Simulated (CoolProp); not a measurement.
Vapour-liquid equilibrium of sulfur hexafluoride (1) + CH2F2 (R32) (2) at 283.8 K; x and y are mole fractions of (1).

Computed with CoolProp (multi-fluid Helmholtz-energy mixture model, Guder 2009 and Tillner-Roth 1997; pair parameters Bell 2016).

```json
[
 {"x": "0.05", "bubble pressure (MPa)": "1.436", "y at the bubble point": "0.209", "dew pressure at overall composition x (MPa)": "1.191", "liquid density (mol/L)": "18.58"},
 {"x": "0.125", "bubble pressure (MPa)": "1.745", "y at the bubble point": "0.357", "dew pressure at overall composition x (MPa)": "1.297", "liquid density (mol/L)": "17.24"},
 {"x": "0.2", "bubble pressure (MPa)": "1.931", "y at the bubble point": "0.431", "dew pressure at overall composition x (MPa)": "1.419", "liquid density (mol/L)": "16.03"},
 {"x": "0.275", "bubble pressure (MPa)": "2.043", "y at the bubble point": "0.476", "dew pressure at overall composition x (MPa)": "1.562", "liquid density (mol/L)": "14.95"},
 {"x": "0.35", "bubble pressure (MPa)": "2.113", "y at the bubble point": "0.508", "dew pressure at overall composition x (MPa)": "1.728", "liquid density (mol/L)": "13.98"},
 {"x": "0.425", "bubble pressure (MPa)": "2.159", "y at the bubble point": "0.535", "dew pressure at overall composition x (MPa)": "1.915", "liquid density (mol/L)": "13.12"},
 {"x": "0.5", "bubble pressure (MPa)": "2.189", "y at the bubble point": "0.561", "dew pressure at overall composition x (MPa)": "2.097", "liquid density (mol/L)": "12.38"},
 {"x": "0.575", "bubble pressure (MPa)": "2.204", "y at the bubble point": "0.591", "dew pressure at overall composition x (MPa)": "2.198", "liquid density (mol/L)": "11.76"},
 {"x": "0.65", "bubble pressure (MPa)": "2.201", "y at the bubble point": "0.625", "dew pressure at overall composition x (MPa)": "2.187", "liquid density (mol/L)": "11.27"},
 {"x": "0.725", "bubble pressure (MPa)": "2.174", "y at the bubble point": "0.666", "dew pressure at overall composition x (MPa)": "2.105", "liquid density (mol/L)": "10.88"},
 {"x": "0.8", "bubble pressure (MPa)": "2.113", "y at the bubble point": "0.719", "dew pressure at overall composition x (MPa)": "1.990", "liquid density (mol/L)": "10.58"},
 {"x": "0.875", "bubble pressure (MPa)": "2.005", "y at the bubble point": "0.791", "dew pressure at overall composition x (MPa)": "1.865", "liquid density (mol/L)": "10.37"},
 {"x": "0.95", "bubble pressure (MPa)": "1.829", "y at the bubble point": "0.896", "dew pressure at overall composition x (MPa)": "1.741", "liquid density (mol/L)": "10.20"}
]
```

y crosses x between x = 0.575 and 0.65: the model has an azeotrope there.

The pair parameters rest on a limited set of measurements; away from them the model extrapolates. With so large a gap from Raoult's law the liquid may split in two, which this calculation doesn't test in full.
